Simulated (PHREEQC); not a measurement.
**Copper plating or etch bath: speciation**

Dissolve 0.089 mol CuSO4, 0.004 mol HBF4 and 0.0015 mol NaCl per kg of water at 25 °C. Closed to the air; pH follows from the charge balance.

The numbers come from PHREEQC with the ion-association model, phreeqc.dat.

No solid was allowed to form.

Q: What pH, density, specific conductance does the model give?

A: pH 2.77; density 1.011 g/cm³; specific conductance 8710 µS/cm.

Q: In which forms is Cu present?

A: Cu+2 53 %, CuSO4 46 % of the Cu.

Species that the database lacks are ignored. Real BF4- forms and hydrolyses slowly; the run takes it at equilibrium.
